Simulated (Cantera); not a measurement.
What does this Cantera script print?

```python
import numpy as np
import cantera as ct

gas = ct.Solution("h2o2.yaml")
gas.TPX = 1400, 2666, {'H2': 0.015, 'O2': 1}
reactor = ct.IdealGasConstPressureReactor(gas, energy="off", clone=False)
net = ct.ReactorNet([reactor])
net.rtol, net.atol = 1e-08, 1e-18
show = ['H2', 'O2', 'H2O2', 'H2O', 'HO2']
times = np.geomspace(0.0002, 50, 13)

steps = ct.SolutionArray(gas, extra=["t"])
rows = []
print(f"{'t/s':>10s}{'T/K':>9s}{'P/Pa':>11s}" + "".join(f"{s:>11s}" for s in show))
for t in times:
    while net.time < t:
        t_next = net.step()
        steps.append(gas.state, t=t_next)
    rows.append([np.interp(t, steps.t, y) for y in (steps.T, steps.P, *steps(*show).X.T)])
    print(f"{t:10.3e}{rows[-1][0]:9.1f}{rows[-1][1]:11.4g}" + "".join(f"{x:11.3e}" for x in rows[-1][2:]))
rate = np.gradient(steps.T, steps.t)
print("integrator steps:", len(steps.t))
if steps.T.max() > steps.T[0] + 200:
    print(f"time of steepest temperature rise: {steps.t[rate.argmax()]:.4e} s")
gas.TPX = 1400, 2666, {'H2': 0.015, 'O2': 1}
gas.equilibrate("TP")
print(f"equilibrium (TP): T = {gas.T:.1f} K  " + "  ".join(f"{s} {gas[s].X[0]:.3e}" for s in show))
```

Result:

```
       t/s      T/K       P/Pa         H2         O2       H2O2        H2O        HO2
 2.000e-04   1400.0       2666  1.478e-02  9.852e-01  1.331e-10  2.380e-07  1.363e-07
 5.635e-04   1400.0       2666  1.476e-02  9.852e-01  8.870e-10  1.107e-05  3.958e-07
 1.587e-03   1400.0       2666  2.447e-03  9.739e-01  7.178e-08  1.012e-02  1.750e-06
 4.472e-03   1400.0       2666  8.159e-05  9.718e-01  2.922e-08  1.347e-02  1.176e-06
 1.260e-02   1400.0       2666  7.363e-05  9.731e-01  2.835e-08  1.358e-02  1.118e-06
 3.550e-02   1400.0       2666  5.637e-05  9.760e-01  2.603e-08  1.381e-02  9.766e-07
 1.000e-01   1400.0       2666  3.041e-05  9.801e-01  2.066e-08  1.418e-02  6.990e-07
 2.817e-01   1400.0       2666  9.822e-06  9.834e-01  1.220e-08  1.452e-02  3.516e-07
 7.937e-01   1400.0       2666  2.090e-06  9.847e-01  4.935e-09  1.473e-02  1.212e-07
 2.236e+00   1400.0       2666  3.970e-07  9.850e-01  1.511e-09  1.482e-02  4.317e-08
 6.300e+00   1400.0       2666  9.130e-08  9.851e-01  4.751e-10  1.486e-02  3.628e-08
 1.775e+01   1400.0       2666  4.378e-08  9.851e-01  2.780e-10  1.487e-02  4.415e-08
 5.000e+01   1400.0       2666  4.172e-08  9.851e-01  2.694e-10  1.487e-02  4.488e-08
integrator steps: 1733
equilibrium (TP): T = 1400.0 K  H2 4.172e-08  O2 9.851e-01  H2O2 2.694e-10  H2O 1.487e-02  HO2 4.488e-08
```

Computed with Cantera and the H2/O2 subset of GRI-Mech 3.0, which has no nitrogen chemistry. Radical loss at walls, strong at low pressure, is not modelled.
